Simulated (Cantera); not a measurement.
# Moist CO burnout

An isothermal, constant-pressure homogeneous reactor starts with CO : O₂ : H₂O : N₂ = 0.005 : 0.0036 : 0.0016 : 1 (molar parts), equivalence ratio 0.69, at 1300 K and 101000 Pa.

Model: GRI-Mech 3.0 (53 species, 325 reactions), integrated in Cantera.

```
t (s)        x CO     x O₂    x H₂O     x NO₂     x NO
--------  -------  -------  -------  --------  -------
1.00e-6   0.00495  0.00356  0.00158    <1e-12   <1e-12
6.76e-6   0.00495  0.00356  0.00158    <1e-12   <1e-12
4.57e-5   0.00495  0.00356  0.00158    <1e-12   <1e-12
0.000309  0.00495  0.00356  0.00158    <1e-12   <1e-12
0.00209   0.00495  0.00356  0.00158    <1e-12   <1e-12
0.0141    0.00180  0.00197  0.00139  2.08e-10  5.44e-7
0.0956    6.03e-5  0.00112  0.00158   2.05e-9  9.56e-7
0.647     1.62e-6  0.00109  0.00159   5.39e-9  9.75e-7
4.37      7.52e-8  0.00109  0.00159   1.60e-9  9.80e-7
29.6      2.32e-8  0.00109  0.00159  7.74e-10  9.81e-7
200       2.30e-8  0.00109  0.00159  7.70e-10  9.82e-7
```
x: mole fraction; the columns are a selection and need not sum to one.

Equilibrium at this temperature and pressure: CO 2.31e-8, O₂ 0.00108, H₂O 0.00159, NO₂ 2.49e-8, NO 3.20e-5 (gas phase only).
